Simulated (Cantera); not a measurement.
Thermodynamics of iron carbonyl, mercury and lead vapours, feed Hg + O2 + N2

A closed system holds: 1 mol Hg, 0.017 mol O2, 0.26 mol N2.

Equilibrium computed with Cantera from the NASA thermochemical tables; the gas is ideal and each condensed phase is pure. Candidate condensed phases: Hg, HgO; 10 gas species. The numbers say what is thermodynamically allowed, not how fast it happens.

Stable condensed phases:

```
T in °C \ P in Pa
              10      36     130     460    1700    6000   22000   77000  280000 1000000
   1302        A       A       A       A       A       A       A       A       A       A
   1202        A       A       A       A       A       A       A       A       A       A
   1102        A       A       A       A       A       A       A       A       A       A
   1002        A       A       A       A       A       A       A       A       A       A
    902        A       A       A       A       A       A       A       A       A       A
    802        A       A       A       A       A       A       A       A       A       A
    702        A       A       A       A       A       A       A       A       A       A
    602        A       A       A       A       A       A       A       A       A       A
    502        A       A       A       A       A       A       A       A       A       B
    402        A       A       A       A       A       A       A       A       C       C
```

A: gas only; B: HgO; C: Hg + HgO.
